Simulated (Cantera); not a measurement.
What does this Cantera script print?

```python
import numpy as np
import cantera as ct

gas = ct.Solution("gri30.yaml")
gas.TPX = 1400, 160000, {'CO': 1, 'H2': 0.12, 'O2': 0.467, 'N2': 1.75}
reactor = ct.IdealGasReactor(gas, energy="on", clone=False)
net = ct.ReactorNet([reactor])
net.rtol, net.atol = 1e-08, 1e-16
show = ['CO', 'H2', 'O2', 'N2O', 'H2O2', 'NO', 'NO2']
times = np.geomspace(5e-06, 0.4, 16)

steps = ct.SolutionArray(gas, extra=["t"])
rows = []
print(f"{'t/s':>10s}{'T/K':>9s}{'P/Pa':>11s}" + "".join(f"{s:>11s}" for s in show))
for t in times:
    while net.time < t:
        t_next = net.step()
        steps.append(gas.state, t=t_next)
    rows.append([np.interp(t, steps.t, y) for y in (steps.T, steps.P, *steps(*show).X.T)])
    print(f"{t:10.3e}{rows[-1][0]:9.1f}{rows[-1][1]:11.4g}" + "".join(f"{x:11.3e}" for x in rows[-1][2:]))
rate = np.gradient(steps.T, steps.t)
print("integrator steps:", len(steps.t))
if steps.T.max() > steps.T[0] + 200:
    print(f"time of steepest temperature rise: {steps.t[rate.argmax()]:.4e} s")
gas.TPX = 1400, 160000, {'CO': 1, 'H2': 0.12, 'O2': 0.467, 'N2': 1.75}
gas.equilibrate("UV")
print(f"equilibrium (UV): T = {gas.T:.1f} K  " + "  ".join(f"{s} {gas[s].X[0]:.3e}" for s in show))
```

It prints:

```
       t/s      T/K       P/Pa         CO         H2         O2        N2O       H2O2         NO        NO2
 5.000e-06   1400.0    1.6e+05  2.997e-01  3.596e-02  1.399e-01  1.678e-12  3.843e-10  3.014e-15  1.423e-20
 1.061e-05   1400.1    1.6e+05  2.996e-01  3.591e-02  1.399e-01  5.282e-11  9.962e-09  6.520e-13  5.709e-17
 2.253e-05   1490.2  1.697e+05  2.846e-01  1.341e-02  1.175e-01  4.497e-08  1.870e-06  4.167e-07  2.156e-10
 4.782e-05   2290.8  2.501e+05  1.868e-01  4.617e-03  5.218e-02  4.219e-07  1.472e-07  1.123e-04  5.197e-08
 1.015e-04   2801.4  2.959e+05  1.632e-01  3.638e-03  4.332e-02  7.839e-07  1.018e-07  1.215e-03  5.858e-07
 2.154e-04   2955.8  3.088e+05  1.519e-01  3.251e-03  3.674e-02  1.122e-06  1.489e-07  5.789e-03  2.531e-06
 4.573e-04   2951.2  3.081e+05  1.517e-01  3.278e-03  3.419e-02  1.199e-06  1.450e-07  1.161e-02  4.914e-06
 9.707e-04   2946.7  3.075e+05  1.518e-01  3.299e-03  3.294e-02  1.252e-06  1.419e-07  1.462e-02  6.093e-06
 2.060e-03   2946.2  3.075e+05  1.518e-01  3.301e-03  3.278e-02  1.260e-06  1.415e-07  1.501e-02  6.242e-06
 4.373e-03   2946.2  3.075e+05  1.518e-01  3.301e-03  3.277e-02  1.260e-06  1.415e-07  1.502e-02  6.243e-06
 9.283e-03   2946.2  3.075e+05  1.518e-01  3.301e-03  3.277e-02  1.260e-06  1.415e-07  1.502e-02  6.243e-06
 1.970e-02   2946.2  3.075e+05  1.518e-01  3.301e-03  3.277e-02  1.260e-06  1.415e-07  1.502e-02  6.243e-06
 4.183e-02   2946.2  3.075e+05  1.518e-01  3.301e-03  3.277e-02  1.260e-06  1.415e-07  1.502e-02  6.243e-06
 8.878e-02   2946.2  3.075e+05  1.518e-01  3.301e-03  3.277e-02  1.260e-06  1.415e-07  1.502e-02  6.243e-06
 1.884e-01   2946.2  3.075e+05  1.518e-01  3.301e-03  3.277e-02  1.260e-06  1.415e-07  1.502e-02  6.243e-06
 4.000e-01   2946.2  3.075e+05  1.518e-01  3.301e-03  3.277e-02  1.260e-06  1.415e-07  1.502e-02  6.243e-06
integrator steps: 1243
time of steepest temperature rise: 2.5413e-05 s
equilibrium (UV): T = 2946.2 K  CO 1.518e-01  H2 3.301e-03  O2 3.277e-02  N2O 1.260e-06  H2O2 1.415e-07  NO 1.502e-02  NO2 6.243e-06
```

Model: GRI-Mech 3.0 (53 species, 325 reactions), integrated in Cantera.
